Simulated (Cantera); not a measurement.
Input: 1 mol SiF4, 0.064 mol O3, 0.39 mol H2, 1.4 mol NO, held at 1823.15 K and 0.00170 bar.

Equilibrium computed with Cantera from the NASA thermochemical tables; the gas is ideal and each condensed phase is pure. Candidate condensed phases: H2O, Si, SiO2, Si2N2O, Si3N4; 58 gas species. The tables' values for SiF3 are old estimates; treat these amounts as uncertain. The tables hold silica as quartz up to 1696 K and as liquid above; real silica turns to tridymite and cristobalite and melts near 1996 K. Equilibrium is a limit: real reactors are often held back by kinetics, nucleation or transport.

Base state: SiF4 0.279, HF 0.268, N2 0.241, O2 0.206, NO 0.00246, O 0.00166, H2O 0.000608, SiF3 0.000407 (mole fractions); condensed: SiO2(condensed).

Q: What changes in the equilibrium state with this change: pressure from 0.00170 bar to 0.370 bar?

A: 
```json
[
 {"species": "SiF4", "before": "0.279", "after": "0.284"},
 {"species": "HF", "before": "0.268", "after": "0.255"},
 {"species": "N2", "before": "0.241", "after": "0.242"},
 {"species": "H2O", "before": "0.000608", "after": "0.00801"},
 {"species": "O2", "before": "0.206", "after": "0.208"},
 {"species": "H", "before": "1.55e-5", "after": "9.90e-7"},
 {"species": "O", "before": "0.00166", "after": "0.000113"},
 {"species": "F", "before": "0.000359", "after": "2.45e-5"},
 {"species": "SiO2(condensed), mol", "before": "0.194", "after": "0.183"}
]
```
